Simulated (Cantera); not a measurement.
Charge: 1 mol AlN, 1.6 mol Cl₂, held at 1598.15 K and 13300 Pa.

Equilibrium computed with Cantera from the NASA thermochemical tables; the gas is ideal and each condensed phase is pure. Candidate condensed phases: Al, AlCl₃, AlN; 11 gas species. The tables' values for AlCl₂ are old estimates; treat these amounts as uncertain. The numbers say what is thermodynamically allowed, not how fast it happens.

Base state: AlCl₃ 0.608, N₂ 0.304, Cl 0.0545, Cl₂ 0.0335, Al₂Cl₆ 3.33e-5, AlCl₂ 2.06e-5 (mole fractions); condensed: gas only.

**Question.** What changes in the equilibrium state with this change: Cl₂ from 1.6 to 2.2 mol?

**Answer.** 
| species | before | after |
|---|---|---|
| AlCl₃ | 0.608 | 0.422 |
| Cl₂ | 0.0335 | 0.225 |
| N₂ | 0.304 | 0.211 |
| Cl | 0.0545 | 0.141 |
| AlCl₂ | 2.06e-5 | 5.52e-6 |
| Al₂Cl₆ | 3.33e-5 | 1.61e-5 |
